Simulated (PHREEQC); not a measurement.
Consider water at 25 °C with 0.0067 mol CuSO4, 0.0012 mol HCl and 0.13 mol KCl per kg of water. Closed to the air; pH follows from the charge balance.

Equilibrium calculation in PHREEQC: ion-association model, wateq4f.dat.

```
quantity                           before     after
-------------------------------  --------  --------
pH                                   3.08      3.34
Cu+2 (mol/kgw)                    0.00543   0.00287
SO4-2 (mol/kgw)                   0.00466   0.00257
KSO4- (mol/kgw)                   0.00131  0.000462
CuCl+ (mol/kgw)                  0.000672  0.000217
SI of Chalcanthite (CuSO4:5H2O)     -2.91     -3.25
SI of Tenorite (CuO)                -4.18     -3.84
```

**Question.** What was changed between the two runs?
A. diluted 10-fold with water
B. temperature from 25 to 80 °C
C. KCl from 0.13 to 0.65 mol/kgw
D. diluted 2-fold with water

**Answer.** D, diluted 2-fold with water

Precipitation was switched off in this run.
